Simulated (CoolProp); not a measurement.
Vapour-liquid equilibrium of diethyl ether (1) + acetone (2) at 305.1 K; x and y are mole fractions of (1).

Computed with CoolProp (multi-fluid Helmholtz-energy mixture model, Thol 2014 and Lemmon 2006; pair parameters Bell 2016).

```
x      bubble pressure, mixture model (kPa)  bubble pressure, Raoult's law (kPa)  y, mixture model  y, Raoult's law
-----  ------------------------------------  -----------------------------------  ----------------  ---------------
0.05                                  46.16                                43.71             0.150            0.106
0.125                                 53.43                                47.57             0.319            0.243
0.2                                   60.17                                51.43             0.441            0.360
0.275                                 66.21                                55.29             0.533            0.461
0.35                                  71.48                                59.15             0.603            0.548
0.425                                 76.00                                63.01             0.659            0.625
0.5                                   79.83                                66.87             0.705            0.692
0.575                                 83.06                                70.74             0.745            0.753
0.65                                  85.78                                74.60             0.782            0.807
0.725                                 88.08                                78.46             0.818            0.856
0.8                                   90.00                                82.32             0.856            0.900
0.875                                 91.52                                86.18             0.900            0.940
0.95                                  92.47                                90.04             0.954            0.977
```

The largest gap from Raoult's law is +20.8 % in bubble pressure, at x = 0.35. No azeotrope shows between x = 0.05 and 0.95.

The pair parameters rest on a limited set of measurements; away from them the model extrapolates.
